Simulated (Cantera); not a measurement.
Feed: 1 mol Si2Cl6, 0.9 mol HCl, 31 mol N2, equilibrated at 625 °C and 0.730 bar.

Method: chemical equilibrium by Gibbs-energy minimisation in Cantera with the NASA 1993 tables (ideal gas, pure condensed phases). Candidate condensed phases: NH4Cl, Si, Si3N4; 28 gas species. The feed counts by its element totals alone. N2 is the only nitrogen source here; it is nearly inert below about 1500 K, so the nitride shown seldom forms there in practice. The numbers say what is thermodynamically allowed, not how fast it happens.

Base state: N2 0.928, SiCl4 0.0462, HCl 0.0237, H2 0.00176 (mole fractions); condensed: Si3N4(s).

Q: What changes in the equilibrium state with this change: HCl from 0.9 to 0.32 mol?

A: 
```
species         before     after
-------------  -------  --------
N2               0.928     0.944
SiCl4           0.0462    0.0463
HCl             0.0237   0.00931
H2             0.00176  0.000269
Si3N4(s), mol    0.157     0.165
```
